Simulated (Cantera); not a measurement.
**Equilibrium for titanium nitride, carbide and oxide coatings: TiCl4 + H2O**

A closed system holds: 1 mol TiCl4, 21 mol H2O, at 0.133 bar.

Equilibrium computed with Cantera from the NASA thermochemical tables; the gas is ideal and each condensed phase is pure. Candidate condensed phases: H2O, Ti, TiCl2, TiCl3, TiCl4, TiO, TiO2, Ti2O3, Ti3O5, Ti4O7; 23 gas species. Gases not in the tables: TiO(OH)2. Rates play no part.

From 1500 K to 2000 K the condensed part is TiO2(rutile).

```csv
T (K),x H2O,x HCl,x H2,x Cl,n TiO2(rutile)
1500,0.826,0.174,0.000413,0.000332,1.00
1550,0.825,0.173,0.000628,0.000476,1.00
1600,0.825,0.173,0.000933,0.000668,1.00
1650,0.824,0.173,0.00135,0.000916,1.00
1700,0.823,0.172,0.00192,0.00123,1.00
1750,0.822,0.172,0.00268,0.00163,1.000
1800,0.821,0.171,0.00367,0.00212,1.000
1850,0.819,0.171,0.00494,0.00272,1.000
1900,0.816,0.170,0.00654,0.00344,1.000
1950,0.813,0.169,0.00854,0.00429,1.000
2000,0.809,0.167,0.0110,0.00529,1.000
```
x: gas mole fraction; n: condensed amount in mol.
